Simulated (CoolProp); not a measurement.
Values from CoolProp's reference Helmholtz-energy equation of state, McLinden 2020.

For R1336mzz(Z), give the phase and the cp (kJ/(kg K)), speed of sound (m/s), Joule-Thomson coefficient (K/MPa) at 400.8 K and 0.101 MPa; 415 K and 0.101 MPa.


- 400.8 K and 0.101 MPa: gas; cp 1.02, speed of sound 144, Joule-Thomson coefficient 13.4
- 415 K and 0.101 MPa: gas; cp 1.04, speed of sound 147, Joule-Thomson coefficient 12.0
